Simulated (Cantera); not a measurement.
Thermodynamics of chlorosilane synthesis and conversion, feed Si + HCl + H2

A closed system holds: 1 mol Si, a varied amount of HCl, 0.38 mol H2, at 1 atm.

Equilibrium computed with Cantera from the NASA thermochemical tables; the gas is ideal and each condensed phase is pure. Candidate condensed phases: Si; 19 gas species. The tables' values for SiCl3 are old estimates. Rates play no part.

Task: Map the stable condensed phases over T = 573, 648, 723, 798, 873, 948, 1023, 1098, 1173, 1248, 1323, 1398, 1473, 1548 K and n(HCl) in mol = 0.67, 1.1, 1.5, 2, 2.4, 2.8, 3.3, 3.7, 4.1, 4.6, 5, 5.4, 5.9.

Result: 
```
T in K \ n(HCl) in mol
         0.67  1.1  1.5    2  2.4  2.8  3.3  3.7  4.1  4.6    5  5.4  5.9
   1548     A    A    A    A    A    A    B    B    B    B    B    B    B
   1473     A    A    A    A    A    A    A    B    B    B    B    B    B
   1398     A    A    A    A    A    A    A    B    B    B    B    B    B
   1323     A    A    A    A    A    A    A    A    B    B    B    B    B
   1248     A    A    A    A    A    A    A    A    B    B    B    B    B
   1173     A    A    A    A    A    A    A    A    B    B    B    B    B
   1098     A    A    A    A    A    A    A    A    B    B    B    B    B
   1023     A    A    A    A    A    A    A    A    B    B    B    B    B
    948     A    A    A    A    A    A    A    A    B    B    B    B    B
    873     A    A    A    A    A    A    A    A    B    B    B    B    B
    798     A    A    A    A    A    A    A    B    B    B    B    B    B
    723     A    A    A    A    A    A    A    B    B    B    B    B    B
    648     A    A    A    A    A    A    A    B    B    B    B    B    B
    573     A    A    A    A    A    A    A    B    B    B    B    B    B
```
A: Si; B: gas only.
